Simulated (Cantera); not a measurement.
Charge: 1 mol Cu2O, 5.1 mol H2, 2.6 mol N2, held at 0.100 bar.

These are equilibrium values from Cantera (NASA tables, ideal gas, pure condensed phases), not measurements of a reactor. Candidate condensed phases: Cu, CuO, Cu(OH)2, Cu2O, H2O; 27 gas species. Kinetics and transport are ignored.

x: gas mole fraction; n: condensed amount in mol.

```tsv
T (K)	x H2	x N2	x H2O	x Cu	x H	x NH3	x OH	n Cu(s)	n Cu(l)
1150	0.532	0.338	0.130	2.89e-8	1.72e-7	5.51e-6	2.54e-10	2.00	0
1200	0.532	0.338	0.130	1.23e-7	4.55e-7	4.32e-6	8.87e-10	2.00	0
1250	0.532	0.338	0.130	4.64e-7	1.12e-6	3.45e-6	2.81e-9	2.00	0
1300	0.532	0.338	0.130	1.58e-6	2.55e-6	2.80e-6	8.13e-9	2.00	0
1350	0.532	0.338	0.130	4.89e-6	5.50e-6	2.31e-6	2.18e-8	2.00	0
1400	0.532	0.338	0.130	1.35e-5	1.12e-5	1.93e-6	5.44e-8	0	2.00
1450	0.532	0.338	0.130	3.44e-5	2.18e-5	1.63e-6	1.28e-7	0	2.00
1500	0.532	0.338	0.130	[?]	[?]	[?]	[?]	0	2.00
1550	0.532	0.338	0.130	[?]	[?]	[?]	[?]	0	2.00
1600	0.532	0.338	0.130	0.000398	0.000125	1.05e-6	1.20e-6	0	2.00
1650	0.532	0.337	0.130	0.000812	0.000210	9.25e-7	2.31e-6	0	1.99
```

**Question.** What belongs in the gaps?

**Answer.** 
- 1500, x Cu: 8.22e-5
- 1500, x H: 4.06e-5
- 1500, x NH3: 1.40e-6
- 1500, x OH: 2.83e-7
- 1550, x Cu: 0.000186
- 1550, x H: 7.27e-5
- 1550, x NH3: 1.21e-6
- 1550, x OH: 5.96e-7
